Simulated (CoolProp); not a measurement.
A closed Brayton cycle with carbon dioxide: compressor inlet 309.15 K and 7.5 MPa, high pressure 23.4 MPa, turbine inlet 695 K, compressor efficiency 0.89, turbine efficiency 0.85, recuperator effectiveness 0.9 (on enthalpy, no pinch check). Each further row changes one setting.

Model: reference Helmholtz-energy equation of state, Span 1996, in CoolProp.

| case | thermal efficiency (%) | net work (kJ/kg) | compressor to turbine work | compressor exit (K) | turbine exit (K) |
|---|---|---|---|---|---|
| as stated | 28.8 | 66.7 | 0.41 | 391.5 | 578.7 |
| turbine inlet 645 K | ___ | 56.4 | 0.45 | 391.5 | ___ |
| compressor inlet 319.15 K | 26.6 | 56.5 | 0.50 | 414.1 | 578.7 |
| high pressure 19.9 MPa | 28.3 | ___ | 0.39 | ___ | ___ |
| recuperator effectiveness 0.5 | ___ | 66.7 | 0.41 | 391.5 | 578.7 |

**Question.** Fill in the missing entries.

**Answer.** 
- turbine inlet 645 K, thermal efficiency (%): 26.1
- turbine inlet 645 K, turbine exit (K): 532.8
- high pressure 19.9 MPa, net work (kJ/kg): 60.6
- high pressure 19.9 MPa, compressor exit (K): 379.6
- high pressure 19.9 MPa, turbine exit (K): 595.0
- recuperator effectiveness 0.5, thermal efficiency (%): 21.1
